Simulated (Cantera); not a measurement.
An adiabatic, constant-volume homogeneous reactor starts with CH4 : C2H6 : O2 : N2 = 1 : 0.053 : 1.04 : 3.91 (molar parts), equivalence ratio 2.1, at 1400 K and 1.09 atm.

Detailed kinetics in Cantera: GRI-Mech 3.0 (53 species, 325 reactions).

Question: Predict: time of steepest temperature rise; temperature at 1.00 s; equilibrium temperature; x(O2) at 1.00 s; x(O) at 1.00 s; x(HCN) at 1.00 s.

Answer: 
- time of steepest temperature rise: 1.43 ms
- temperature at 1.00 s: 2652 K
- equilibrium temperature: 2652 K
- x(O2) at 1.00 s: 2.65e-5 (gas-phase equilibrium 2.65e-5)
- x(O) at 1.00 s: 9.60e-5 (gas-phase equilibrium 9.60e-5)
- x(HCN) at 1.00 s: 3.25e-7 (gas-phase equilibrium 3.25e-7)
